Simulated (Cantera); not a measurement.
An isothermal, constant-pressure homogeneous reactor starts with 2.72 % CH4, 97.0 % H2, 0.310 % CO2, at 2473 K and 0.138 atm.

Computed with Cantera and GRI-Mech 3.0 (53 species, 325 reactions). GRI-Mech 3.0 stops at C3 and has no aromatics, soot or wall deposition, so with more carbon than oxygen in the feed, carbon stays in small species such as C2H2 where larger ones or solid carbon would form.

One state of this run: x CH4 = 0.00594; x H2 = 0.949; x CO2 = 7.83e-5; x HO2 = <1e-12; x C2H6 = 5.96e-7. x: mole fraction; the columns are a selection and need not sum to one.

Which value of t (s) does it belong to?
(A) 4.80e-5
(B) 0.000329
(C) 0.729
(D) 7.00e-6

B, 0.000329
